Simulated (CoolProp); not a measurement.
R1234ze(E) along the isotherm 420 K: density (kg/m³) from the reference equation and from simpler models built on Tc = 382.5 K, pc = 36.35 bar, ω = 0.313; each cubic takes its own stable root.

The numbers come from the reference Helmholtz-energy equation of state, Thol 2016 in CoolProp.

```json
[
 {"p (bar)": "1.51", "phase": "gas", "reference": "4.984", "van der Waals": "4.980", "Redlich-Kwong": "4.985", "Peng-Robinson": "4.989"},
 {"p (bar)": "3.03", "phase": "gas", "reference": "10.11", "van der Waals": "10.10", "Redlich-Kwong": "10.12", "Peng-Robinson": "10.13"},
 {"p (bar)": "4.54", "phase": "gas", "reference": "[?]", "van der Waals": "15.29", "Redlich-Kwong": "15.33", "Peng-Robinson": "15.37"},
 {"p (bar)": "6.06", "phase": "gas", "reference": "20.69", "van der Waals": "20.63", "Redlich-Kwong": "20.71", "Peng-Robinson": "20.77"},
 {"p (bar)": "7.57", "phase": "gas", "reference": "26.14", "van der Waals": "26.06", "Redlich-Kwong": "26.18", "Peng-Robinson": "26.28"},
 {"p (bar)": "9.09", "phase": "gas", "reference": "31.77", "van der Waals": "[?]", "Redlich-Kwong": "31.83", "Peng-Robinson": "31.96"},
 {"p (bar)": "10.6", "phase": "gas", "reference": "37.50", "van der Waals": "37.34", "Redlich-Kwong": "37.58", "Peng-Robinson": "37.77"},
 {"p (bar)": "12.1", "phase": "gas", "reference": "43.33", "van der Waals": "43.14", "Redlich-Kwong": "43.45", "Peng-Robinson": "43.69"},
 {"p (bar)": "13.6", "phase": "gas", "reference": "49.32", "van der Waals": "49.09", "Redlich-Kwong": "49.49", "Peng-Robinson": "49.79"},
 {"p (bar)": "15.1", "phase": "gas", "reference": "[?]", "van der Waals": "55.21", "Redlich-Kwong": "55.70", "Peng-Robinson": "56.06"},
 {"p (bar)": "16.7", "phase": "gas", "reference": "62.22", "van der Waals": "61.93", "Redlich-Kwong": "62.53", "Peng-Robinson": "62.95"},
 {"p (bar)": "18.2", "phase": "gas", "reference": "68.74", "van der Waals": "68.44", "Redlich-Kwong": "[?]", "Peng-Robinson": "69.62"}
]
```

Q: Complete the blanks.

A: 
- 4.54, reference: 15.32
- 9.09, van der Waals: 31.65
- 15.1, reference: 55.47
- 18.2, Redlich-Kwong: 69.13
